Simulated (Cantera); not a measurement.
# Formation from one mole of S2

Standard-state values (1 bar) from the NASA 1993 polynomials, evaluated with Cantera. Values are per mole of reaction as written; species without (g) are pure solids or liquids, kept so even where they would boil at 1 bar.

1.5 Ni + S2(g) → 0.5 Ni3S4

```json
[
 {"T (K)": "300", "ΔH° (kJ)": "-278.9", "ΔS° (J/K)": "-179.8", "ΔG° (kJ)": "-225.0", "log10 K": "39.18"},
 {"T (K)": "373", "ΔH° (kJ)": "-278.1", "ΔS° (J/K)": "-177.3", "ΔG° (kJ)": "-212.0", "log10 K": "29.68"},
 {"T (K)": "398", "ΔH° (kJ)": "-277.8", "ΔS° (J/K)": "-176.5", "ΔG° (kJ)": "-207.5", "log10 K": "27.24"},
 {"T (K)": "423", "ΔH° (kJ)": "-277.5", "ΔS° (J/K)": "-175.8", "ΔG° (kJ)": "-203.1", "log10 K": "25.08"},
 {"T (K)": "448", "ΔH° (kJ)": "-277.1", "ΔS° (J/K)": "-175.0", "ΔG° (kJ)": "-198.8", "log10 K": "23.17"},
 {"T (K)": "473", "ΔH° (kJ)": "-276.8", "ΔS° (J/K)": "-174.2", "ΔG° (kJ)": "-194.4", "log10 K": "21.47"},
 {"T (K)": "498", "ΔH° (kJ)": "-276.4", "ΔS° (J/K)": "-173.4", "ΔG° (kJ)": "-190.0", "log10 K": "19.93"},
 {"T (K)": "523", "ΔH° (kJ)": "-276.0", "ΔS° (J/K)": "-172.6", "ΔG° (kJ)": "-185.7", "log10 K": "18.55"},
 {"T (K)": "548", "ΔH° (kJ)": "-275.6", "ΔS° (J/K)": "-171.8", "ΔG° (kJ)": "-181.4", "log10 K": "17.29"},
 {"T (K)": "573", "ΔH° (kJ)": "-275.1", "ΔS° (J/K)": "-171.1", "ΔG° (kJ)": "-177.1", "log10 K": "16.15"},
 {"T (K)": "598", "ΔH° (kJ)": "-274.8", "ΔS° (J/K)": "-170.4", "ΔG° (kJ)": "-172.9", "log10 K": "15.10"}
]
```

2 H2(g) + S2(g) → 2 H2S(g)

```csv
T (K),ΔH° (kJ),ΔS° (J/K),ΔG° (kJ),log10 K
300,-169.4,-78.3,-146.0,25.41
373,-171.0,-83.0,-140.1,19.62
398,-171.6,-84.4,-138.0,18.11
423,-172.1,-85.7,-135.9,16.78
448,-172.6,-86.9,-133.7,15.59
473,-173.1,-88.0,-131.5,14.52
498,-173.6,-89.0,-129.3,13.56
523,-174.1,-90.0,-127.1,12.69
548,-174.6,-90.8,-124.8,11.90
573,-175.0,-91.6,-122.5,11.17
598,-175.4,-92.3,-120.2,10.50
```

4 Na + S2(g) → 2 Na2S

```csv
T (K),ΔH° (kJ),ΔS° (J/K),ΔG° (kJ),log10 K,condensed phases
300,-860.6,-240.9,-788.3,137.25,"Na(s), Na2S(s)"
373,-869.9,-265.7,-770.8,107.94,"Na(l), Na2S(s)"
398,-869.7,-265.2,-764.2,100.29,"Na(l), Na2S(s)"
423,-869.5,-264.6,-757.5,93.54,"Na(l), Na2S(s)"
448,-869.2,-264.0,-750.9,87.55,"Na(l), Na2S(s)"
473,-868.9,-263.4,-744.3,82.20,"Na(l), Na2S(s)"
498,-868.6,-262.7,-737.8,77.38,"Na(l), Na2S(s)"
523,-868.2,-262.0,-731.2,73.03,"Na(l), Na2S(s)"
548,-867.8,-261.2,-724.7,69.07,"Na(l), Na2S(s)"
573,-867.4,-260.5,-718.1,65.46,"Na(l), Na2S(s)"
598,-866.9,-259.7,-711.6,62.16,"Na(l), Na2S(s)"
```

2 Ni + S2(g) → 2 NiS

```tsv
T (K)	ΔH° (kJ)	ΔS° (J/K)	ΔG° (kJ)	log10 K
300	-304.1	-182.0	-249.5	43.44
373	-303.4	-179.9	-236.3	33.09
398	-303.2	-179.3	-231.8	30.42
423	-302.9	-178.7	-227.3	28.07
448	-302.7	-178.2	-222.9	25.99
473	-302.4	-177.6	-218.4	24.12
498	-302.2	-177.1	-214.0	22.45
523	-302.0	-176.6	-209.6	20.93
548	-301.7	-176.2	-205.2	19.56
573	-301.5	-175.9	-200.8	18.30
598	-301.4	-175.6	-196.4	17.15
```
